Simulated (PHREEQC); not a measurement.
Consider water at 20 °C with 0.27 mol Cs2CO3 per kg of water. Closed to the air; pH follows from the charge balance.

Computed with PHREEQC (ion-association model, wateq4f.dat).

```csv
quantity,before,after
pH,11.61,11.51
HCO3- (mol/kgw),0.00459,0.00337
CO2 (mol/kgw),1.52e-8,1.61e-8
```

### Question
What was changed between the two runs?
A. diluted 10-fold with water
B. Cs2CO3 from 0.27 to 0.135 mol/kgw
C. temperature from 20 to 80 °C
D. temperature from 20 to 15 °C
E. diluted 100-fold with water

### Answer
B, Cs2CO3 from 0.27 to 0.135 mol/kgw

Precipitation was switched off in this run. The ionic strength passes 0.7 mol/kgw, the rough limit of the ion-association models, in before.
